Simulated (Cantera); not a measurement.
**Pyrogenic steam for wet oxidation**

An isothermal, constant-pressure homogeneous reactor starts with 7.28 % H2, 22.1 % O2, 70.6 % N2, equivalence ratio 0.17, at 1100 K and 0.642 atm.

Cantera simulation using the H2/O2 subset of GRI-Mech 3.0, which has no nitrogen chemistry; the numbers are that mechanism's predictions, not measurements. The temperature is held fixed by assumption; the heat of reaction is taken as removed at once.

```tsv
t (s)	x H2	x O2	x OH	x HO2	x H2O
0.000200	0.0104	0.194	0.00195	8.37e-5	0.0618
0.000763	0.000700	0.191	0.000123	2.08e-5	0.0748
0.00291	0.000119	0.191	4.09e-5	4.95e-6	0.0755
0.0111	9.82e-6	0.191	1.66e-5	5.62e-7	0.0756
0.0424	2.63e-7	0.191	6.50e-6	4.18e-8	0.0756
0.162	5.23e-9	0.191	2.86e-6	7.11e-9	0.0756
0.618	9.89e-10	0.191	1.41e-6	2.79e-9	0.0756
2.36	3.50e-10	0.191	7.83e-7	2.64e-9	0.0756
9.00	2.85e-10	0.191	6.47e-7	2.90e-9	0.0756
```
x: mole fraction; the columns are a selection and need not sum to one.

Equilibrium at this temperature and pressure: H2 2.84e-10, O2 0.191, OH 6.45e-7, HO2 2.90e-9, H2O 0.0756 (gas phase only).
